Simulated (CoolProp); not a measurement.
A single-stage vapour-compression cycle with the fluid: evaporating at 197.15 K (dew point), condensing at 262.15 K (bubble point), superheat 5 K, subcooling 0 K, compressor efficiency 0.9, no pressure losses. The same conditions are run with several fluids, on thermodynamics alone (safety and materials aside).

Model: reference Helmholtz-energy equation of state of each fluid (propane: Lemmon 2009; ethane: Bücker 2006; R13: Platzer 1990; fluoroethane (R161): Wu 2012; propylene: Lemmon 2013; C3F8 (R218): Lemmon 2006), in CoolProp. The equations of Platzer and Polt are older, rougher fits.

```csv
fluid,cooling COP,pressure ratio,discharge temperature (K),refrigerating effect (kJ/kg),volumetric capacity (kJ/m³)
propane,2.09,19.8,309.8,319,143
ethane,1.86,9.51,317.9,299,1070
R13,1.80,11.0,299.9,84.8,740
fluoroethane (R161),2.08,25.9,345.8,341,113
propylene,2.08,18.4,321.1,330,188
C3F8 (R218),1.70,25.5,262.1,58.7,74.3
```

The compression ends wet for: C3F8 (R218).
